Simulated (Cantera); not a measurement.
# Ammonia decomposition in nitride growth gas

A perfectly stirred reactor is fed with NH₃ : H₂ : N₂ = 1 : 2.1 : 0.02 (molar parts), at 0.500 bar; it is held at 2300 K, and followed from long to short residence time.

Detailed kinetics in Cantera: the gas-phase N/H chemistry of the illustrative SiF4/NH3 mechanism in the Surface Chemkin manual (1991). Walls and surfaces, which speed up NH3 decomposition in real reactors, are not modelled.

```csv
τ (s),x NH₃,x H₂,x N₂H₄,x N,x NH
1.2,0.000774,0.862,3.26e-11,6.66e-6,1.04e-5
0.64,0.00118,0.862,6.70e-11,8.48e-6,1.40e-5
0.35,0.00192,0.863,1.44e-10,1.00e-5,1.84e-5
0.20,0.00346,0.864,3.28e-10,1.05e-5,2.32e-5
0.11,0.00755,0.863,8.81e-10,9.67e-6,2.84e-5
0.059,0.0170,0.859,2.39e-9,8.46e-6,3.41e-5
0.033,0.0326,0.850,5.45e-9,7.77e-6,4.01e-5
0.018,0.0583,0.834,1.16e-8,7.37e-6,4.71e-5
0.010,0.0939,0.812,2.16e-8,7.11e-6,5.40e-5
```
x: mole fraction; the columns are a selection and need not sum to one.
